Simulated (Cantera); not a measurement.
Feed: 1 mol SiCl4, 2 mol H2, 1.5 mol Cl2, equilibrated at 100000 Pa.

Cantera equilibrium calculation (NASA polynomials, part measured and part estimated; ideal gas, pure solids and liquids). Candidate condensed phases: Si; 19 gas species. The tables' values for SiCl3 are old estimates; treat these amounts as uncertain. Kinetics and transport are ignored. All values below are at 1473 K.

Base state: HCl 0.678, SiCl4 0.207, H2 0.101, SiCl3 0.00954, SiHCl3 0.00290, SiCl2 0.00151, Cl 2.18e-5 (mole fractions); condensed: gas only.

Q: What changes in the equilibrium state with this change: H2 from 2 to 0.32 mol?

A: 
```
species   before    after
-------  -------  -------
Cl2      2.03e-7    0.397
SiCl4      0.207    0.349
HCl        0.678    0.223
H2         0.101  5.61e-9
Cl       2.18e-5   0.0306
SiHCl3   0.00290    <1e-9
SiCl2    0.00151  1.30e-9
SiCl3    0.00954  1.15e-5
```
